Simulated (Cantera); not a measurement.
# SiH4 + O2 + N2 (silicon oxide and oxynitride deposition)

Feed: 1 mol SiH4, 4.2 mol O2, 1.8 mol N2, at 26.0 Pa.

Equilibrium computed with Cantera from the NASA thermochemical tables; the gas is ideal and each condensed phase is pure. Candidate condensed phases: H2O, Si, SiO2, Si2N2O, Si3N4; 35 gas species. The tables hold silica as quartz up to 1696 K and as liquid above; real silica turns to tridymite and cristobalite and melts near 1996 K. Rates play no part.

From 573 K to 798 K the condensed part is SiO2(α-quartz). From 873 K to 1398 K the condensed part is SiO2(β-quartz).

| T (K) | log p O2 | log p H2O | log p N2 | log p NO | log p OH | log p O | n SiO2(α-quartz) | n SiO2(β-quartz) |
|---|---|---|---|---|---|---|---|---|
| 573 | -4.02 | -4.06 | -4.11 | -11.73 | <-15 | <-15 | 1.00 | 0 |
| 648 | -4.02 | -4.06 | -4.11 | -10.77 | -13.91 | <-15 | 1.00 | 0 |
| 723 | -4.02 | -4.06 | -4.11 | -10.01 | -12.55 | <-15 | 1.00 | 0 |
| 798 | -4.02 | -4.06 | -4.11 | -9.39 | -11.45 | -15.15 | 1.00 | 0 |
| 873 | -4.02 | -4.06 | -4.11 | -8.87 | -10.54 | -13.73 | 0 | 1.00 |
| 948 | -4.02 | -4.06 | -4.11 | -8.44 | -9.77 | -12.54 | 0 | 1.00 |
| 1023 | -4.02 | -4.06 | -4.11 | -8.07 | -9.12 | -11.52 | 0 | 1.00 |
| 1098 | -4.02 | -4.06 | -4.11 | -7.75 | -8.55 | -10.64 | 0 | 1.00 |
| 1173 | -4.02 | -4.06 | -4.11 | -7.47 | -8.05 | -9.87 | 0 | 1.00 |
| 1248 | -4.02 | -4.06 | -4.11 | -7.23 | -7.62 | -9.19 | 0 | 1.00 |
| 1323 | -4.02 | -4.06 | -4.11 | -7.01 | -7.23 | -8.59 | 0 | 1.00 |
| 1398 | -4.02 | -4.06 | -4.11 | -6.82 | -6.89 | -8.05 | 0 | 1.00 |
log p: log10 of the partial pressure in bar; n: condensed amount in mol.
